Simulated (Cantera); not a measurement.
Input: 1 mol SiH2Cl2, 0.24 mol C2H2, 49 mol H2, 0.1 mol C2H4, equilibrated at 1000 °C and 240 Pa.

Cantera equilibrium calculation (NASA polynomials, part measured and part estimated; ideal gas, pure solids and liquids). Candidate condensed phases: C, C6H6, C7H8, C8H18, Si, SiC; 109 gas species. Mutual solubility and eutectic melting of coexisting phases are not modelled. The tables' values for SiCl3 are old estimates; treat these amounts as uncertain. Equilibrium is a limit: real reactors are often held back by kinetics, nucleation or transport.

Base state: H2 0.964, HCl 0.0328, SiCl2 0.00289, SiCl3 6.67e-5, H 1.43e-5, SiHCl3 1.18e-5, SiCl4 1.01e-5 (mole fractions); condensed: Si(s) + SiC(s).

**Question.** What changes in the equilibrium state with this change: C2H2 from 0.24 to 1.1 mol?

**Answer.** 
```tsv
species	before	after
H2	0.964	0.962
HCl	0.0328	0.0382
CH4	5.38e-8	2.09e-5
SiCl2	0.00289	1.01e-5
SiHCl3	1.18e-5	4.81e-8
SiCl3	6.67e-5	2.71e-7
SiCl4	1.01e-5	4.78e-8
Si(s), mol	0.167	0
SiC(s), mol	0.680	0.999
C(graphite), mol	0	1.40
```
